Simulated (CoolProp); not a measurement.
Vapour-liquid equilibrium of ethane (1) + propane (2) at 175.4 K; x and y are mole fractions of (1).

Computed with CoolProp (multi-fluid Helmholtz-energy mixture model, Bücker 2006 and Lemmon 2009; pair parameters Kunz 2012).

```json
[
 {"x": "0.05", "bubble pressure (MPa)": "0.006218", "y at the bubble point": "0.463", "dew pressure at overall composition x (MPa)": "0.003676", "liquid density (mol/L)": "14.71"},
 {"x": "0.2", "bubble pressure (MPa)": "0.01414", "y at the bubble point": "0.800", "dew pressure at overall composition x (MPa)": "0.004316", "liquid density (mol/L)": "15.24"},
 {"x": "0.35", "bubble pressure (MPa)": "0.02212", "y at the bubble point": "0.895", "dew pressure at overall composition x (MPa)": "0.005226", "liquid density (mol/L)": "15.78"},
 {"x": "0.5", "bubble pressure (MPa)": "0.03043", "y at the bubble point": "0.941", "dew pressure at overall composition x (MPa)": "0.006622", "liquid density (mol/L)": "16.35"},
 {"x": "0.65", "bubble pressure (MPa)": "0.03913", "y at the bubble point": "0.968", "dew pressure at overall composition x (MPa)": "0.009030", "liquid density (mol/L)": "16.94"},
 {"x": "0.8", "bubble pressure (MPa)": "0.04810", "y at the bubble point": "0.986", "dew pressure at overall composition x (MPa)": "0.01417", "liquid density (mol/L)": "17.57"},
 {"x": "0.95", "bubble pressure (MPa)": "0.05709", "y at the bubble point": "0.997", "dew pressure at overall composition x (MPa)": "0.03273", "liquid density (mol/L)": "18.23"}
]
```

No azeotrope shows between x = 0.05 and 0.95.

Pair parameters are fitted to limited data, so mixtures are less certain than the pure fluids.
